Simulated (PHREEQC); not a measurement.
Make-up at 65 °C: 0.03 mol HCl, 0.00031 mol Li2SO4 and 5.4e-05 mol MnSO4 per kg of water. Closed to the air; pH follows from the charge balance.

Model: ion-association model, phreeqc.dat, run in PHREEQC.

Precipitation was switched off in this run.

Problem. Estimate the pH.

Solution. pH 1.59.

Problem. In which forms is S present?

Solution. HSO4- 80 %, SO4-2 20 % of the S.

Constants without temperature data keep their 25 °C values here.
